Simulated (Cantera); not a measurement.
## SiH2Cl2 + N2 + H2 (silicon nitride deposition)

Charge: 1 mol SiH2Cl2, 0.28 mol N2, a varied amount of H2, at 1575 K and 1.33 mbar.

These are equilibrium values from Cantera (NASA tables, ideal gas, pure condensed phases), not measurements of a reactor. Candidate condensed phases: NH4Cl, Si, Si3N4; 28 gas species. The tables' values for SiCl3, SiCl are old estimates; treat these amounts as uncertain. Rates play no part.

| n(H2) (mol) | x H2 | x HCl | x SiCl2 | x N2 | x SiCl3 | n Si(s) |
|---|---|---|---|---|---|---|
| 1.6 | 0.585 | 0.171 | 0.169 | 0.0722 | 0.00217 | 0.335 |
| 2.3 | 0.640 | 0.160 | 0.136 | 0.0611 | 0.00156 | 0.370 |
| 3.3 | 0.697 | 0.146 | 0.104 | 0.0502 | 0.00105 | 0.411 |
| 4.7 | 0.751 | 0.130 | 0.0768 | 0.0401 | 0.000665 | 0.458 |
| 6.6 | 0.798 | 0.114 | 0.0550 | 0.0315 | 0.000402 | 0.507 |
| 9.4 | 0.841 | 0.0960 | 0.0371 | 0.0240 | 0.000223 | 0.562 |
| 13 | 0.875 | 0.0803 | 0.0250 | 0.0183 | 0.000123 | 0.614 |
| 19 | 0.907 | 0.0635 | 0.0151 | 0.0131 | 5.78e-5 | 0.676 |
| 27 | 0.930 | 0.0499 | 0.00909 | 0.00956 | 2.70e-5 | 0.731 |
| 39 | 0.949 | 0.0380 | 0.00516 | 0.00678 | 1.16e-5 | 0.783 |
x: gas mole fraction; n: condensed amount in mol.

From 1.6 mol H2 to 39 mol H2 the condensed part is Si(s). The main Si-bearing gas is SiCl2 throughout. The share of Si in condensed phases is highest at 39 mol H2 (78.3 %) and lowest at 1.6 mol H2 (33.5 %).
